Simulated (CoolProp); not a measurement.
A single-stage vapour-compression cycle with propylene: evaporating at 260.15 K (dew point), condensing at 296.15 K (bubble point), superheat 10 K, subcooling 0 K, compressor efficiency 0.65, no pressure losses. Each further row changes one setting.

Computed with CoolProp (reference Helmholtz-energy equation of state, Lemmon 2013).

```
case                              cooling COP  pressure ratio  discharge temperature (K)  refrigerating effect (kJ/kg)  volumetric capacity (kJ/m³)
--------------------------------  -----------  --------------  -------------------------  ----------------------------  ---------------------------
as stated                                3.92            2.83                      331.1                           322                         2550
evaporating temperature 265.15 K         4.73            2.41                          ?                           328                            ?
condensing temperature 291.15 K             ?            2.49                      323.5                           335                         2650
subcooling 5 K                           4.08            2.83                      331.1                           335                         2650
superheat 20 K                           3.92            2.83                      341.7                           338                         2550
compressor efficiency 0.55               3.32            2.83                      339.1                           322                         2550
```

Task: Fill in the missing entries.

Result: 
- evaporating temperature 265.15 K, discharge temperature (K): 327.0
- evaporating temperature 265.15 K, volumetric capacity (kJ/m³): 3020
- condensing temperature 291.15 K, cooling COP: 4.68
